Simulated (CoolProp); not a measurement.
Properties of R1234ze(E) along the isotherm 146.65 °C.

Computed with CoolProp (reference Helmholtz-energy equation of state, Thol 2016).

```tsv
p (MPa)	phase	speed of sound (m/s)	isothermal compressibility (1/MPa)
1.15	gas	168.8	0.9519
2.31	gas	155.2	0.5342
3.46	gas	140.4	0.4217
4.62	supercritical	(withheld)	0.4008
5.77	supercritical	119.6	0.3716
6.92	supercritical	139.6	0.1986
8.08	supercritical	(withheld)	(withheld)
9.23	supercritical	201.4	0.06044
10.4	supercritical	228.0	0.04208
11.5	supercritical	250.2	0.03236
12.7	supercritical	(withheld)	(withheld)
13.8	supercritical	290.1	0.02156
15	supercritical	308.4	0.01830
```

### Question
Fill in the missing entries.

### Answer

- 4.62, speed of sound (m/s): 125.6
- 8.08, speed of sound (m/s): 171.7
- 8.08, isothermal compressibility (1/MPa): 0.09879
- 12.7, speed of sound (m/s): 271.9
- 12.7, isothermal compressibility (1/MPa): 0.02570
